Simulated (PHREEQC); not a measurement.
Solution (25 °C): 0.0081 mol/kgw KBr, 0.00047 mol/kgw Mn(NO3)2 and 0.00042 mol/kgw HBF4. Closed to the air; pH follows from the charge balance.

The numbers come from PHREEQC with the ion-association model, wateq4f.dat.

* **pH**: 3.12
* **ionic strength**: 0.0103 mol/kgw
* **total alkalinity**: -1.68 meq/kg

```
species    molality  activity   log γ
---------  --------  --------  ------
Br-         0.00810   0.00730  -0.045
K+          0.00810   0.00728  -0.046
NO3-       0.000940  0.000843  -0.047
H+         0.000824  0.000751  -0.040
HF         0.000806  0.000808   0.001
F-         0.000798  0.000717  -0.046
Mn+2       0.000468  0.000315  -0.173
H3BO3      0.000399  0.000400   0.001
BF4-        9.54e-6   8.54e-6  -0.048
BF2(OH)2-   7.35e-6   6.59e-6  -0.048
BF3OH-      4.34e-6   3.89e-6  -0.048
HF2-        2.47e-6   2.22e-6  -0.046
MnF+        1.73e-6   1.56e-6  -0.044
H2F2        1.70e-6   1.70e-6   0.001
BF(OH)3-    1.27e-7   1.14e-7  -0.048
```

No solid was allowed to form. Real BF4- forms and hydrolyses slowly; the run takes it at equilibrium.
